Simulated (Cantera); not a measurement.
**Equilibrium for tantalum, niobium, vanadium and zirconium in process gases: Ta + O₂ + H₂**

Feed: 1 mol Ta, 0.078 mol O₂, 180 mol H₂, at 2002 °C.

Method: chemical equilibrium by Gibbs-energy minimisation in Cantera with the NASA 1993 tables (ideal gas, pure condensed phases). Candidate condensed phases: H₂O, Ta, Ta₂O₅; 12 gas species. Condensed phases not in the tables: N, O or C dissolved in the metal. Rates play no part.

```
P (Pa)     x H₂      x H     x H₂O     x TaO    x TaO₂  n Ta(s)
-------  ------  -------  --------  --------  --------  -------
0.100    0.0135    0.986   2.37e-9  0.000437   7.77e-8    0.836
0.750    0.0867    0.913   1.22e-7  0.000468   6.66e-7    0.844
5.60      0.339    0.660   4.26e-6  0.000558   7.10e-6    0.848
42        0.662    0.337   6.13e-5  0.000549   5.15e-5    0.870
320       0.860    0.139  0.000311  0.000281  0.000103    0.926
2400      0.946   0.0533  0.000662   7.26e-5   5.14e-5    0.977
18000     0.979   0.0198  0.000824   1.16e-5   9.91e-6    0.996
130000    0.992  0.00742  0.000858   1.66e-6   1.45e-6    0.999
1000000   0.996  0.00268  0.000865   2.16e-7   1.90e-7    1.000
```
x: gas mole fraction; n: condensed amount in mol.

From 1.00e-6 bar to 10.0 bar the condensed part is Ta(s). The main Ta-bearing gas is TaO throughout. The share of Ta in condensed phases is highest at 10.0 bar (100.0 %) and lowest at 1.00e-6 bar (83.6 %).
